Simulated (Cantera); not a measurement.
An isothermal, constant-pressure homogeneous reactor starts with CH4 : O2 : N2 = 0.0062 : 0.0026 : 0.42 (molar parts), at 1450 K and 5.53 atm.

Computed with Cantera and GRI-Mech 3.0 (53 species, 325 reactions).

Problem. Predict: x(CH4) at 2.00 s; x(C2H2) at 2.00 s; x(H) at 2.00 s.

Solution. 
```json
{
  "x(CH4) at 2.00 s": "0.00359 (gas-phase equilibrium 0.000165)",
  "x(C2H2) at 2.00 s": "0.00282 (gas-phase equilibrium 2.02e-5)",
  "x(H) at 2.00 s": "3.99e-7 (gas-phase equilibrium 6.61e-7)"
}
```
